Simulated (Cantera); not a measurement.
**Pyrogenic steam for wet oxidation**

An isothermal, constant-pressure homogeneous reactor starts with H2 : O2 : N2 = 1.7 : 1 : 6 (molar parts), at 1300 K and 750 Torr.

Detailed kinetics in Cantera: the H2/O2 subset of GRI-Mech 3.0, which has no nitrogen chemistry. The temperature is held fixed by assumption; the heat of reaction is taken as removed at once.

```tsv
t (s)	x H2	x O2	x H2O2	x H	x O	x OH	x HO2
4.00e-6	0.195	0.115	1.96e-10	6.98e-8	1.03e-8	6.66e-9	3.92e-8
1.12e-5	0.195	0.115	2.17e-9	1.67e-6	2.62e-7	1.67e-7	2.45e-7
3.12e-5	0.183	0.110	7.58e-7	0.00671	0.00106	0.000723	4.22e-5
8.71e-5	0.0137	0.0264	5.25e-6	0.0121	0.00298	0.00303	2.77e-5
0.000243	0.00278	0.0202	2.97e-6	0.000744	0.000378	0.00102	1.80e-5
0.000679	0.000443	0.0192	9.60e-7	3.87e-5	4.72e-5	0.000351	7.53e-6
0.00190	6.22e-5	0.0191	2.51e-7	2.18e-6	6.74e-6	0.000137	1.60e-6
0.00529	8.94e-6	0.0191	6.57e-8	1.55e-7	1.29e-6	6.15e-5	2.80e-7
0.0148	1.77e-6	0.0191	1.93e-8	1.74e-8	3.30e-7	3.13e-5	6.31e-8
0.0413	5.15e-7	0.0191	6.59e-9	3.04e-9	1.06e-7	1.77e-5	2.05e-8
0.115	2.10e-7	0.0191	2.73e-9	8.12e-10	4.21e-8	1.11e-5	1.09e-8
0.322	1.42e-7	0.0191	1.73e-9	4.40e-10	2.60e-8	8.75e-6	9.24e-9
0.898	1.37e-7	0.0191	1.64e-9	4.12e-10	2.46e-8	8.51e-6	9.13e-9
2.51	1.37e-7	0.0191	1.64e-9	4.12e-10	2.46e-8	8.51e-6	9.13e-9
7.00	1.37e-7	0.0191	1.64e-9	4.12e-10	2.46e-8	8.51e-6	9.13e-9
```
x: mole fraction; the columns are a selection and need not sum to one.

Equilibrium at this temperature and pressure: H2 1.37e-7, O2 0.0191, H2O2 1.64e-9, H 4.12e-10, O 2.46e-8, OH 8.51e-6, HO2 9.13e-9 (gas phase only).
